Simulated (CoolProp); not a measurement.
Vapour-liquid equilibrium of toluene (1) + n-dodecane (2) at 0.221 MPa; x and y are mole fractions of (1).

Model: multi-fluid Helmholtz-energy mixture model, Lemmon 2006 and Lemmon 2004; pair parameters Bell 2016, in CoolProp.

| x | bubble temperature, mixture model (°C) | bubble temperature, Raoult's law (°C) | y, mixture model | y, Raoult's law |
|---|---|---|---|---|
| 0.05 | 242.2 | 236.6 | 0.204 | 0.310 |
| 0.2 | 213.1 | 204.0 | … | 0.729 |
| 0.35 | … | 183.3 | … | 0.873 |
| 0.5 | … | 168.9 | … | 0.936 |
| 0.65 | … | 158.0 | … | 0.968 |
| 0.8 | … | 149.5 | 0.984 | 0.986 |
| 0.95 | 142.8 | 142.6 | 0.997 | 0.997 |

Task: Some entries are withheld; supply them.

Result: 
- 0.2, y, mixture model: 0.637
- 0.35, bubble temperature, mixture model (°C): 189.5
- 0.35, y, mixture model: 0.838
- 0.5, bubble temperature, mixture model (°C): 172.2
- 0.5, y, mixture model: 0.924
- 0.65, bubble temperature, mixture model (°C): 159.7
- 0.65, y, mixture model: 0.963
- 0.8, bubble temperature, mixture model (°C): 150.3

The largest gap from Raoult's law is +9.1 K in bubble temperature, at x = 0.2. No azeotrope shows between x = 0.05 and 0.95.

The pair parameters rest on a limited set of measurements; away from them the model extrapolates.
